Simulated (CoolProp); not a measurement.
Saturation properties of dimethyl ether.

Computed with CoolProp (reference Helmholtz-energy equation of state, Wu 2011).

| T (K) | p (bar) | liquid cp (kJ/(kg K)) | vapour Z |
|---|---|---|---|
| 192 | 0.03681 | 2.141 | 0.9964 |
| 201.9 | 0.07712 | 2.149 | 0.9938 |
| 211.8 | 0.1492 | 2.162 | 0.9900 |
| 221.8 | 0.2710 | 2.178 | 0.9849 |
| 231.7 | 0.4616 | 2.197 | 0.9782 |
| 241.6 | 0.7475 | 2.221 | 0.9698 |
| 251.6 | 1.164 | 2.248 | 0.9594 |
| 261.5 | 1.737 | 2.278 | 0.9470 |
| 271.4 | 2.507 | 2.313 | 0.9325 |
| 281.3 | 3.515 | 2.353 | 0.9158 |
| 291.3 | 4.819 | 2.399 | 0.8964 |
| 301.2 | 6.439 | 2.452 | 0.8746 |

It boils at 248.4 K under 1 atm.
